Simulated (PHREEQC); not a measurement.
Solution (25 °C and 100 atm): 15 mmol/kgw H2SO4 and 1.8 mmol/kgw NaCl. Closed to the air; pH follows from the charge balance.

The numbers come from PHREEQC with the ion-association model, phreeqc.dat.

Each row changes one thing in this solution. Precipitation was switched off in this run.

| case | pH | ionic strength (mol/kgw) | HSO4- (mol/kgw) | SO4-2 (mol/kgw) | NaSO4- (mol/kgw) | SI of Halite (NaCl) |
|---|---|---|---|---|---|---|
| as made | 1.71 | 0.0314 | 0.00769 | 0.00728 | 3.36e-5 | -7.23 |
| H2SO4 from 0.015 to 0.15 mol/kgw | 0.85 | [?] | 0.124 | 0.0257 | 6.51e-5 | [?] |
| NaCl from 0.0018 to 0.0027 mol/kgw | 1.71 | [?] | 0.00766 | 0.00729 | 5.01e-5 | -6.88 |
| NaCl from 0.0018 to 0.00198 mol/kgw | 1.71 | 0.0315 | [?] | 0.00728 | 3.69e-5 | -7.15 |

Problem. Fill in the missing entries.

Solution. 
- H2SO4 from 0.015 to 0.15 mol/kgw, ionic strength (mol/kgw): 0.203
- H2SO4 from 0.015 to 0.15 mol/kgw, SI of Halite (NaCl): -7.36
- NaCl from 0.0018 to 0.0027 mol/kgw, ionic strength (mol/kgw): 0.0323
- NaCl from 0.0018 to 0.00198 mol/kgw, HSO4- (mol/kgw): 0.00768

Under pressure, the constants of complexes without a molar volume in the database are unreliable.
